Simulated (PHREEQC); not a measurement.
A solution holds 0.038 mol Cu(NO3)2 and 0.062 mol HCl per kg of water, at 25 °C. Closed to the air; pH follows from the charge balance.

Equilibrium calculation in PHREEQC: ion-association model, phreeqc.dat.

### Question
The ionic strength comes out as 0.172 mol/kgw. What activity coefficients do Cl-, H+, Cu+2, CuCl+, NO3- get?

### Answer
Cl- 0.73, H+ 0.80, Cu+2 0.34, CuCl+ 0.73, NO3- 0.71.

Precipitation was switched off in this run.
